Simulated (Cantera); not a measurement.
# Transport properties of process gases

Gas mixture: 100 % NO, at 0.900 Torr, frozen composition.

Cantera's kinetic-theory transport with the Lennard-Jones parameters of GRI-Mech 3.0, ideal gas; thermal conductivity in the mixture-averaged form. The composition is frozen, though it would react at the higher temperatures.

```csv
T (K),ρ (kg/m³),cp (J/kg/K),μ (µPa s),λ (mW/m/K),Pr,D (cm²/s) OH,D (cm²/s) NH₃,D (cm²/s) CO₂
400,0.00108,998.6,23.1,32.4,0.712,436,319,220
500,0.000866,1016,27.0,38.8,0.708,638,481,327
600,0.000722,1041,30.6,45.1,0.706,869,669,450
700,0.000619,1067,34.0,51.3,0.707,1130,880,587
800,0.000541,1092,37.1,57.3,0.708,1410,1110,737
900,0.000481,1114,40.1,63.0,0.708,1710,1370,901
1000,0.000433,1133,42.9,68.6,0.709,2040,1640,1080
1100,0.000394,1147,45.7,74.1,0.707,2390,1930,1260
1200,0.000361,1159,48.4,79.3,0.707,2760,2240,1460
```
D: mixture-averaged diffusion coefficient of that species in the mixture.
